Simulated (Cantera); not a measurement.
What does this Cantera script print?

```python
import numpy as np
import cantera as ct

gas_names = """
    H H2 H2S N NH NH2 NH3 N2 N2H2 N2H4 Pb PbS Pb2 S SH SN S2 S8
""".split()
cond_names = """
    Pb(cr) Pb(L) PbS(s) PbS(L) S(cr1) S(cr2) S(L)
""".split()


def load(file, names, dense=False):
    # The tables refer to 1 bar. Condensed volumes are neglected.
    table = {s.name: s for s in ct.Species.list_from_file(file)}
    out = []
    for n in names:
        d = dict(table[n].input_data)
        d["thermo"] = dict(d["thermo"], **{"reference-pressure": 1e5})
        if dense:
            d["equation-of-state"] = {"model": "constant-volume", "density": "1e6 g/cm^3"}
        out.append(ct.Species.from_dict(d))
    return out


gas = ct.Solution(thermo="ideal-gas", species=load("nasa_gas.yaml", gas_names))
cond = {s.name: ct.Solution(thermo="fixed-stoichiometry", species=[s], name=s.name)
        for s in load("nasa_condensed.yaml", cond_names, dense=True)}
atoms = {
    'PbS': {'Pb': 1, 'S': 1},
    'H2': {'H': 2},
    'N2': {'N': 2},
}
top_T = {}  # K; cautious upper limits of use, not melting points


def equilibrate(T, P, feed):
    n = {}
    for name, mol in feed.items():
        for a, k in atoms[name].items():
            n[a] = n.get(a, 0.0) + k * mol
    gas.TPX = T, P, n
    mass = sum(n.values()) * gas.mean_molecular_weight
    gas.equilibrate("TP")
    valid = [c for c in cond.values() if c.min_temp <= T <= top_T.get(c.name, c.max_temp)]
    mix = ct.Mixture([(gas, mass / gas.mean_molecular_weight)] + [(c, 0.0) for c in valid])
    mix.T, mix.P = T, P
    mix.equilibrate("TP", solver="vcs", rtol=1e-11, max_steps=5000)
    return mix


results = []
feed = {'PbS': 1, 'H2': 1.7, 'N2': 62}  # mol
T = 1150  # K
for P in [10, 52, 270, 1400, 7200, 37000, 190000, 1000000]:
    mix = equilibrate(T, P, feed)
    results.append((T, P, feed, dict(zip(mix.species_names, mix.species_moles))))

top = {s: max(r[3][s] / sum(r[3][g] for g in gas_names) for r in results) for s in gas_names}
cols = sorted((s for s in top if top[s] > 1e-06), key=lambda s: -top[s])[:7]
seen = [c for c in cond_names if any(r[3].get(c, 0) > 1e-12 for r in results)]
print("log10 of partial pressures in bar; condensed amounts in mol")
print(f"{'P/Pa':>10s}" + "".join(f"{s[:9]:>10s}" for s in cols + seen))
for T, P, feed, n in results:
    ng = sum(n[g] for g in gas_names)
    print(f"{P:10.4g}" + "".join(f"{np.log10(max(n[s] / ng * P / 1e5, 1e-99)):10.3f}" for s in cols)
          + "".join(f"{n.get(c, 0):10.4g}" for c in seen))
```

Result:

```
log10 of partial pressures in bar; condensed amounts in mol
      P/Pa        N2        H2       PbS        Pb        S2       H2S        SH     Pb(L)    PbS(s)
        10    -4.019    -5.588    -5.958    -6.357    -6.699    -7.418    -8.722         0         0
        52    -3.303    -4.876    -5.186    -5.819    -6.232    -6.473    -8.133         0         0
       270    -2.587    -4.166    -4.441    -5.262    -5.856    -5.575    -7.590         0         0
      1400    -1.872    -3.456    -3.713    -4.647    -5.629    -4.751    -7.121         0         0
      7200    -1.161    -2.747    -2.997    -3.974    -5.544    -3.999    -6.724         0         0
   3.7e+04    -0.447    -2.032    -2.575    -3.538    -5.572    -3.299    -6.380   0.03798    0.4499
   1.9e+05     0.266    -1.319    -2.575    -3.538    -5.572    -2.585    -6.024   0.07774    0.8232
     1e+06     0.988    -0.597    -2.575    -3.538    -5.572    -1.864    -5.663   0.08542    0.8958
```

These are equilibrium values from Cantera (NASA tables, ideal gas, pure condensed phases), not measurements of a reactor. Mutual solubility and eutectic melting of coexisting phases are not modelled. Gases not in the tables: S3 to S7.
